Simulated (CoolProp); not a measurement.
A single-stage vapour-compression cycle with vinyl chloride: evaporating at 309.15 K (dew point), condensing at 336.15 K (bubble point), superheat 10 K, subcooling 8 K, compressor efficiency 0.9, no pressure losses. Each further row changes one setting.

Model: reference Helmholtz-energy equation of state, Thol 2022, in CoolProp.

| case | cooling COP | pressure ratio | discharge temperature (K) | refrigerating effect (kJ/kg) | volumetric capacity (kJ/m³) |
|---|---|---|---|---|---|
| as stated | 9.58 | 1.97 | 358.9 | 292 | 4060 |
| evaporating temperature 314.15 K | 12.1 | 1.72 | 356.2 | 295 | 4680 |
| condensing temperature 331.15 K | 12.0 | 1.76 | 351.8 | 300 | 4180 |
| subcooling 13 K | 9.84 | 1.97 | 358.9 | 300 | 4180 |
| superheat 20 K | 9.51 | 1.97 | 369.0 | 302 | 4040 |
| compressor efficiency 0.8 | 8.52 | 1.97 | 362.3 | 292 | 4060 |
